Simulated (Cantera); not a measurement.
# Adiabatic ignition

An adiabatic, constant-volume homogeneous reactor starts with CO : H₂ : O₂ : N₂ : CO₂ = 1 : 0.61 : 1.16 : 4.35 : 0.41 (molar parts), at 1673 K and 1000000 Pa.

Computed with Cantera and GRI-Mech 3.0 (53 species, 325 reactions). The hydrogen kinetics of GRI-Mech 3.0 are dated; newer H2 mechanisms differ, most at raised pressure.

```
t (s)     T (K)  P (bar)    x CO     x H₂    x O₂    x N₂O      x NO
--------  -----  -------  ------  -------  ------  -------  --------
6.00e-6    2879     16.0  0.0524  0.00336  0.0710  3.41e-6  0.000480
1.34e-5    2961     16.3  0.0445  0.00290  0.0671  3.84e-6   0.00175
2.98e-5    2959     16.3  0.0441  0.00289  0.0657  3.85e-6   0.00445
6.64e-5    2952     16.3  0.0439  0.00288  0.0634  3.87e-6   0.00927
0.000148   2943     16.2  0.0436  0.00288  0.0604  3.99e-6    0.0156
0.000329   2937     16.2  0.0434  0.00287  0.0584  4.10e-6    0.0198
0.000734   2936     16.2  0.0434  0.00287  0.0580  4.13e-6    0.0206
0.00164    2936     16.2  0.0434  0.00287  0.0580  4.13e-6    0.0206
0.00364    2936     16.2  0.0434  0.00287  0.0580  4.13e-6    0.0206
0.00812    2936     16.2  0.0434  0.00287  0.0580  4.13e-6    0.0206
0.0181     2936     16.2  0.0434  0.00287  0.0580  4.13e-6    0.0206
0.0403     2936     16.2  0.0434  0.00287  0.0580  4.13e-6    0.0206
0.0898     2936     16.2  0.0434  0.00287  0.0580  4.13e-6    0.0206
0.200      2936     16.2  0.0434  0.00287  0.0580  4.13e-6    0.0206
```
x: mole fraction; the columns are a selection and need not sum to one.

```
Item                                                                Result
---------------------------------  ---------------------------------------
time of steepest temperature rise                                  1.30 µs
temperature at 0.200 s                                              2936 K
equilibrium temperature                                             2936 K
x(CO) at 0.200 s                     0.0434 (gas-phase equilibrium 0.0434)
x(H₂) at 0.200 s                   0.00287 (gas-phase equilibrium 0.00287)
x(O₂) at 0.200 s                     0.0580 (gas-phase equilibrium 0.0580)
```
